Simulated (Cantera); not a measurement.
Input: 1 mol TiO₂, 5.9 mol C, 0.15 mol H₂, at 0.000520 bar.

Cantera equilibrium calculation (NASA polynomials, part measured and part estimated; ideal gas, pure solids and liquids). Candidate condensed phases: C, C₆H₆, C₇H₈, C₈H₁₈, H₂O, Ti, TiC, TiO, TiO₂, Ti₂O₃, Ti₃O₅, Ti₄O₇; 113 gas species. TiC: taken at fixed stoichiometry. Rates play no part.

Problem. At 1698 K, list the 3 most abundant gas species with their mole fractions, and the condensed phases.

Solution. CO 0.929, H₂ 0.0689, H 0.00166. Condensed: C(graphite) + TiC(s).
